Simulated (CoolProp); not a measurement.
Vapour-liquid equilibrium of n-hexane (1) + p-xylene (2) at 8.24 bar; x and y are mole fractions of (1).

The numbers come from the multi-fluid Helmholtz-energy mixture model, Thol 2019 and Zhou 2012; pair parameters Bell 2016 in CoolProp.

Task: Give the bubble temperature and the first vapour's composition at x = 0.275, 0.35, 0.8. Is there an azeotrope?

Result: x = 0.275: 202.0 °C, y = 0.565; x = 0.35: 194.7 °C, y = 0.649; x = 0.8: 164.5 °C, y = 0.928. No azeotrope shows between x = 0.05 and 0.95.

Pair parameters are fitted to limited data, so mixtures are less certain than the pure fluids.
